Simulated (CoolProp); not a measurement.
Properties of C2F6 (R116) along the isotherm 59.65 °C.

Values from CoolProp's reference Helmholtz-energy equation of state, Lemmon 2006. It is a short technical equation, of lower accuracy than the large ones.

| p (bar) | phase | density (kg/m³) | isothermal compressibility (1/MPa) | viscosity (µPa s) | conductivity (mW/(m K)) |
|---|---|---|---|---|---|
| 0.0482 | gas | 0.2405 | 207.5 | 15.7 | 17.5 |
| 0.075 | gas | 0.3743 | 133.4 | 15.7 | 17.5 |
| 0.117 | gas | 0.5840 | 85.54 | 15.7 | 17.5 |
| 0.182 | gas | 0.9089 | 55.02 | 15.7 | 17.5 |
| 0.283 | gas | 1.414 | 35.41 | 15.7 | 17.5 |
| 0.441 | gas | 2.206 | 22.75 | 15.7 | 17.5 |
| 0.687 | gas | 3.443 | 14.63 | 15.7 | 17.5 |
| 1.07 | gas | 5.377 | 9.417 | 15.7 | 17.5 |
| 1.66 | gas | 8.378 | 6.096 | 15.7 | 17.5 |
| 2.59 | gas | 13.16 | 3.934 | 15.7 | 17.5 |
| 4.04 | gas | 20.75 | [?] | 15.8 | 17.6 |
| 6.29 | gas | [?] | [?] | [?] | 17.7 |
| 9.79 | gas | 52.60 | 1.104 | 16.1 | 17.8 |
| 15.2 | gas | 85.56 | 0.7485 | 16.5 | [?] |

What belongs in the gaps?


- 4.04, isothermal compressibility (1/MPa): 2.550
- 6.29, density (kg/m³): 32.86
- 6.29, isothermal compressibility (1/MPa): 1.667
- 6.29, viscosity (µPa s): 15.9
- 15.2, conductivity (mW/(m K)): 18.2

Viscosity comes from a separate model (Huber 2003), an estimate that may be off by 10 % or more. Thermal conductivity comes from a separate model (Huber 2003), an estimate that may be off by 10 % or more.
